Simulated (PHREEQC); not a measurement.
Ca(OH)2 is added in steps, without added water, to 1 kg of water holding 0.0014 mol CuSO4, 0.0029 mol CaCl2, 0.0044 mol HCl and 0.04 mol Na2SO4, at 20 °C. Oxygen alone is held at its pressure in air (log pO2 = -0.68). The system is closed to CO2. Solids allowed: Gypsum, Portlandite, Cu(OH)2, Brochantite, Antlerite, Atacamite, Halite, Mirabilite, Chalcanthite. Others were left out.

Base run: PHREEQC, ion-association model, wateq4f.dat. Each further column changes one thing. The table gives pH.

```json
[
 {"Ca(OH)2 added (mol)": "0", "base": "2.77", "diluted 5-fold with water": "3.25", "CuSO4 replaced by CaSO4 at the same molality": "2.77", "CaCl2 left out": "2.77", "no solid may form": "2.77"},
 {"Ca(OH)2 added (mol)": "0.0003563", "base": "2.84", "diluted 5-fold with water": "…", "CuSO4 replaced by CaSO4 at the same molality": "2.84", "CaCl2 left out": "2.85", "no solid may form": "2.84"},
 {"Ca(OH)2 added (mol)": "0.0007125", "base": "2.94", "diluted 5-fold with water": "…", "CuSO4 replaced by CaSO4 at the same molality": "2.94", "CaCl2 left out": "2.94", "no solid may form": "2.94"},
 {"Ca(OH)2 added (mol)": "0.001425", "base": "3.22", "diluted 5-fold with water": "…", "CuSO4 replaced by CaSO4 at the same molality": "3.22", "CaCl2 left out": "3.23", "no solid may form": "3.22"},
 {"Ca(OH)2 added (mol)": "0.001781", "base": "3.49", "diluted 5-fold with water": "11.41", "CuSO4 replaced by CaSO4 at the same molality": "3.49", "CaCl2 left out": "3.50", "no solid may form": "3.49"},
 {"Ca(OH)2 added (mol)": "0.002138", "base": "4.32", "diluted 5-fold with water": "11.54", "CuSO4 replaced by CaSO4 at the same molality": "4.32", "CaCl2 left out": "4.33", "no solid may form": "4.32"},
 {"Ca(OH)2 added (mol)": "0.002494", "base": "5.34", "diluted 5-fold with water": "11.63", "CuSO4 replaced by CaSO4 at the same molality": "10.80", "CaCl2 left out": "5.34", "no solid may form": "6.81"},
 {"Ca(OH)2 added (mol)": "0.003206", "base": "6.17", "diluted 5-fold with water": "11.78", "CuSO4 replaced by CaSO4 at the same molality": "11.33", "CaCl2 left out": "6.17", "no solid may form": "7.47"},
 {"Ca(OH)2 added (mol)": "0.003563", "base": "9.03", "diluted 5-fold with water": "11.83", "CuSO4 replaced by CaSO4 at the same molality": "11.46", "CaCl2 left out": "9.04", "no solid may form": "8.14"},
 {"Ca(OH)2 added (mol)": "0.003919", "base": "10.83", "diluted 5-fold with water": "11.88", "CuSO4 replaced by CaSO4 at the same molality": "11.56", "CaCl2 left out": "10.84", "no solid may form": "10.83"},
 {"Ca(OH)2 added (mol)": "0.004275", "base": "11.16", "diluted 5-fold with water": "11.93", "CuSO4 replaced by CaSO4 at the same molality": "11.64", "CaCl2 left out": "11.17", "no solid may form": "11.15"},
 {"Ca(OH)2 added (mol)": "0.004987", "base": "11.47", "diluted 5-fold with water": "12.00", "CuSO4 replaced by CaSO4 at the same molality": "11.77", "CaCl2 left out": "11.48", "no solid may form": "11.46"},
 {"Ca(OH)2 added (mol)": "0.005344", "base": "11.57", "diluted 5-fold with water": "12.03", "CuSO4 replaced by CaSO4 at the same molality": "11.82", "CaCl2 left out": "11.58", "no solid may form": "11.56"},
 {"Ca(OH)2 added (mol)": "0.0057", "base": "11.65", "diluted 5-fold with water": "12.07", "CuSO4 replaced by CaSO4 at the same molality": "11.87", "CaCl2 left out": "11.66", "no solid may form": "11.64"}
]
```

Q: Complete the blanks.

A: 
- 0.0003563, diluted 5-fold with water: 3.97
- 0.0007125, diluted 5-fold with water: 8.80
- 0.001425, diluted 5-fold with water: 11.24

The database's constant for dissolved Cu(OH)2 is higher than later reviews accept.  In at least one series the solution becomes supersaturated in solids that the run did not let form, among them Cu(OH)2, Brochantite, Antlerite, Atacamite. Solids allowed in the column 'CuSO4 replaced by CaSO4 at the same molality': Gypsum, Portlandite, Halite, Mirabilite.
